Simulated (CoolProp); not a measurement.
Vapour-liquid equilibrium of benzene (1) + ethylbenzene (2) at 0.0988 MPa; x and y are mole fractions of (1).

Values from CoolProp's multi-fluid Helmholtz-energy mixture model, Thol 2012 and Zhou 2012; pair parameters Bell 2016.

Give the bubble temperature and the first vapour's composition at x = 0.25, 0.45, 0.85. Is there an azeotrope?

x = 0.25: 114.7 °C, y = 0.578; x = 0.45: 102.1 °C, y = 0.795; x = 0.85: 84.0 °C, y = 0.973. No azeotrope shows between x = 0.05 and 0.95.

The pair parameters rest on a limited set of measurements; away from them the model extrapolates.
